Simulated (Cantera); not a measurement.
Equilibrium for silicon oxide and oxynitride deposition: HMDSO + NO + N2

Charge: 1 mol HMDSO, 9.3 mol NO, 140 mol N2, held at 0.315 Torr.

These are equilibrium values from Cantera (NASA tables, ideal gas, pure condensed phases), not measurements of a reactor. Candidate condensed phases: C, C6H6, C7H8, C8H18, H2O, Si, SiC, SiO2, Si2N2O, Si3N4; 151 gas species. The feed counts by its element totals alone. The tables hold silica as quartz up to 1696 K and as liquid above; real silica turns to tridymite and cristobalite and melts near 1996 K. Rates play no part.

| T (K) | log p N2 | log p H2 | log p CO | log p H2O | log p CO2 | n C(graphite) | n SiO2(α-quartz) | n SiO2(β-quartz) |
|---|---|---|---|---|---|---|---|---|
| 698 | -3.42 | -4.63 | -4.84 | -6.80 | -6.03 | 0.112 | 2.00 | 0 |
| 798 | -3.42 | -4.63 | -4.82 | -6.68 | -6.24 | 0 | 2.00 | 0 |
| 898 | -3.42 | -4.63 | -4.82 | -6.50 | -6.32 | 0 | 0 | 2.00 |
| 998 | -3.42 | -4.63 | -4.81 | -6.39 | -6.41 | 0 | 0 | 2.00 |
| 1098 | -3.42 | -4.63 | -4.81 | -6.32 | -6.50 | 0 | 0 | 2.00 |
| 1198 | -3.42 | -4.64 | -4.81 | -6.28 | -6.59 | 0 | 0 | 2.00 |
| 1298 | -3.42 | -4.64 | -4.81 | -6.24 | -6.66 | 0 | 0 | 2.00 |
| 1398 | -3.42 | -4.64 | -4.81 | -6.22 | -6.72 | 0 | 0 | 2.00 |
| 1498 | -3.42 | -4.64 | -4.81 | -6.17 | -6.75 | 0 | 0 | 1.98 |
| 1598 | -3.42 | -4.65 | -4.81 | -5.97 | -6.61 | 0 | 0 | 1.80 |
log p: log10 of the partial pressure in bar; n: condensed amount in mol.

At 698 K the condensed part is C(graphite) + SiO2(α-quartz). At 798 K the condensed part is SiO2(α-quartz). From 898 K to 1598 K the condensed part is SiO2(β-quartz).
